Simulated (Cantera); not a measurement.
Thermodynamics of silicon oxide and oxynitride deposition, feed SiF4 + O3 + H2

Charge: 1 mol SiF4, 3.5 mol O3, 1.4 mol H2, at 1.33 mbar.

Equilibrium computed with Cantera from the NASA thermochemical tables; the gas is ideal and each condensed phase is pure. Candidate condensed phases: H2O, Si, SiO2; 38 gas species. The tables hold silica as quartz up to 1696 K and as liquid above; real silica turns to tridymite and cristobalite and melts near 1996 K. The numbers say what is thermodynamically allowed, not how fast it happens.

```json
[
 {"T (K)": "775", "x O2": "0.619", "x HF": "0.216", "x H2O": "0.0824", "x SiF4": "0.0820", "x OH": "2.47e-9", "n SiO2(α-quartz)": "0.397", "n SiO2(β-quartz)": "0"},
 {"T (K)": "875", "x O2": "0.611", "x HF": "0.267", "x H2O": "0.0542", "x SiF4": "0.0674", "x OH": "3.55e-8", "n SiO2(α-quartz)": "0", "n SiO2(β-quartz)": "0.498"},
 {"T (K)": "975", "x O2": "0.605", "x HF": "0.302", "x H2O": "0.0351", "x SiF4": "0.0575", "x OH": "2.81e-7", "n SiO2(α-quartz)": "0", "n SiO2(β-quartz)": "0.568"},
 {"T (K)": "1075", "x O2": "0.602", "x HF": "0.324", "x H2O": "0.0230", "x SiF4": "0.0512", "x OH": "1.47e-6", "n SiO2(α-quartz)": "0", "n SiO2(β-quartz)": "0.613"},
 {"T (K)": "1175", "x O2": "0.599", "x HF": "0.338", "x H2O": "0.0155", "x SiF4": "0.0473", "x OH": "5.67e-6", "n SiO2(α-quartz)": "0", "n SiO2(β-quartz)": "0.641"},
 {"T (K)": "1275", "x O2": "0.598", "x HF": "0.346", "x H2O": "0.0108", "x SiF4": "0.0448", "x OH": "1.75e-5", "n SiO2(α-quartz)": "0", "n SiO2(β-quartz)": "0.659"},
 {"T (K)": "1375", "x O2": "0.597", "x HF": "0.352", "x H2O": "0.00781", "x SiF4": "0.0433", "x OH": "4.53e-5", "n SiO2(α-quartz)": "0", "n SiO2(β-quartz)": "0.670"}
]
```
x: gas mole fraction; n: condensed amount in mol.

At 775 K the condensed part is SiO2(α-quartz). From 875 K to 1375 K the condensed part is SiO2(β-quartz). The main Si-bearing gas is SiF4 throughout. The share of Si in condensed phases is highest at 1375 K (67.0 %) and lowest at 775 K (39.7 %).
